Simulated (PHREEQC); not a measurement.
A solution holds 0.00019 mol H2SO4, 0.00059 mol LiCl and 0.014 mol MnSO4 per kg of water, at 20 °C. Closed to the air; pH follows from the charge balance.

The numbers come from PHREEQC with the ion-association model, phreeqc.dat.

The ionic strength comes out as 0.0408 mol/kgw. What activity coefficients do Li+, Cl-, HSO4-, H+, Mn+2 get?

Li+ 0.85, Cl- 0.83, HSO4- 0.83, H+ 0.86, Mn+2 0.51.

This is a speciation only: nothing precipitates in the calculation.
